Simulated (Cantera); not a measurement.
Feed: 1 mol n-butane, 0.061 mol H₂O, 57 mol H₂, at 1302 °C and 10000 Pa.

Method: chemical equilibrium by Gibbs-energy minimisation in Cantera with the NASA 1993 tables (ideal gas, pure condensed phases). Candidate condensed phases: C, C₆H₆, C₇H₈, C₈H₁₈, H₂O; 110 gas species. Equilibrium is a limit: real reactors are often held back by kinetics, nucleation or transport.

Base state: H₂ 0.999, CO 0.000982, CH₄ 0.000181, H 0.000131, C₂H₂ (acetylene) 2.11e-5 (mole fractions); condensed: C(graphite).

**Question.** What changes in the equilibrium state with this change: H₂O from 0.061 to 1.6 mol?

**Answer.** 
| species | before | after |
|---|---|---|
| H₂ | 0.999 | 0.975 |
| CO | 0.000982 | 0.0245 |
| CH₄ | 0.000181 | 0.000173 |
| C₂H₂ (acetylene) | 2.11e-5 | 2.06e-5 |
| H | 0.000131 | 0.000130 |
| C(graphite), mol | 3.93 | 2.39 |
